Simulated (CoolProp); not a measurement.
A closed Brayton cycle with carbon dioxide: compressor inlet 309.15 K and 9.9 MPa, high pressure 26.3 MPa, turbine inlet 690 K, compressor efficiency 0.89, turbine efficiency 0.9, recuperator effectiveness 0.95 (on enthalpy, no pinch check). Each further row changes one setting.

Computed with CoolProp (reference Helmholtz-energy equation of state, Span 1996).

```tsv
case	thermal efficiency (%)	net work (kJ/kg)	compressor to turbine work	compressor exit (K)	turbine exit (K)
as stated	33.7	79.3	0.24	335.8	583.4
turbine inlet 640 K	31.2	69.6	0.26	335.8	537.3
compressor inlet 319.15 K	31.7	70.8	0.32	369.8	583.4
high pressure 22.4 MPa	32.7	69.3	0.22	330.6	600.6
recuperator effectiveness 0.5	20.7	79.3	0.24	335.8	583.4
```
